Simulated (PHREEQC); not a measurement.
0.21 g of hydrous ferric oxide (600 m²/g; 0.2 weak and 0.005 strong sites per Fe, Dzombak-Morel constants, diffuse double layer) in 1 kg of water with 0.01 mol/kgw of an inert sodium salt, at 25 °C; the pH is set by adding NaOH or the inert anion's acid. Oxygen is held at 0.21 atm. CO2 from the air is kept out. Nothing may precipitate in this run.

All values are PHREEQC results (ion-association model, wateq4f.dat), not measurements.

Problem. Predict surface charge σ (C/m²), surface potential ψ (mV) at pH = 3, 3.38, 4.12, 5.62.

Solution. 
```json
[
 {"pH": "3", "surface charge σ (C/m²)": "0.325", "surface potential ψ (mV)": "203"},
 {"pH": "3.38", "surface charge σ (C/m²)": "0.289", "surface potential ψ (mV)": "199"},
 {"pH": "4.12", "surface charge σ (C/m²)": "0.202", "surface potential ψ (mV)": "181"},
 {"pH": "5.62", "surface charge σ (C/m²)": "0.069", "surface potential ψ (mV)": "127"}
]
```

The oxide is taken as insoluble; below pH 4 it would dissolve.
